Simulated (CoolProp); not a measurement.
Vapour-liquid equilibrium of CH2F2 (R32) (1) + R134a (2) at 307.5 K; x and y are mole fractions of (1).

Model: multi-fluid Helmholtz-energy mixture model, Tillner-Roth 1997 and Tillner-Roth 1994; pair parameters Lemmon 2004, in CoolProp.

```
x      bubble pressure (MPa)  y at the bubble point  dew pressure at overall composition x (MPa)  liquid density (mol/L)
-----  ---------------------  ---------------------  -------------------------------------------  ----------------------
0.05                  0.9309                  0.098                                       0.9007                   11.67
0.125                  1.021                  0.225                                       0.9487                   11.99
0.2                    1.110                  0.335                                        1.001                   12.32
0.275                  1.201                  0.430                                        1.060                   12.68
0.35                   1.292                  0.514                                        1.124                   13.05
0.425                  1.384                  0.589                                        1.196                   13.45
0.5                    1.477                  0.657                                        1.276                   13.88
0.575                  1.572                  0.719                                        1.366                   14.34
0.65                   1.669                  0.777                                        1.467                   14.82
0.725                  1.768                  0.830                                        1.581                   15.35
0.8                    1.870                  0.880                                        1.711                   15.92
0.875                  1.974                  0.928                                        1.858                   16.54
0.95                   2.081                  0.972                                        2.027                   17.20
```

No azeotrope shows between x = 0.05 and 0.95.

Pair parameters are fitted to limited data, so mixtures are less certain than the pure fluids.
